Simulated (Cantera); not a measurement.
An isothermal, constant-pressure homogeneous reactor starts with 25.0 % NO, 75.0 % N₂, at 1700 K and 120000 Pa.

Computed with Cantera and GRI-Mech 3.0 (53 species, 325 reactions).

**Question.** Predict: x(NO) at 3.00 s; x(O) at 3.00 s; x(N₂O) at 3.00 s; x(O₂) at 3.00 s; x(N₂) at 3.00 s.

**Answer.** 
| Quantity | Value |
|---|---|
| x(NO) at 3.00 s | 0.214 (gas-phase equilibrium 0.00236) |
| x(O) at 3.00 s | 5.87e-6 (gas-phase equilibrium 1.44e-5) |
| x(N₂O) at 3.00 s | 1.81e-5 (gas-phase equilibrium 1.59e-7) |
| x(O₂) at 3.00 s | 0.0180 (gas-phase equilibrium 0.124) |
| x(N₂) at 3.00 s | 0.768 (gas-phase equilibrium 0.874) |
